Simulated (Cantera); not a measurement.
A closed system holds: 1 mol borazine, 0.34 mol O2, 150 mol H2, equilibrated at 4.58 Torr.

These are equilibrium values from Cantera (NASA tables, ideal gas, pure condensed phases), not measurements of a reactor. Candidate condensed phases: B, BN, B2O3, B3O3H3, H2O; 39 gas species. The feed counts by its element totals alone. The tables' values for BH2 are old estimates; treat these amounts as uncertain. Kinetics and transport are ignored. All values below are at 1848 K.

Base state: H2 0.986, H 0.00674, HBO 0.00385, N2 0.00228, BO 0.000445, BH2 0.000152, B2O2 5.24e-5 (mole fractions); condensed: BN(s).

### Question
What changes in the equilibrium state with this change: O2 from 0.34 to 4.8 mol?

### Answer
```csv
species,before,after
H2,0.986,0.940
H2O,6.94e-7,0.0258
HBO2,8.64e-7,0.0156
BH2,0.000152,1.77e-9
OH,<1e-9,1.33e-5
"BN(s), mol",2.30,0
```
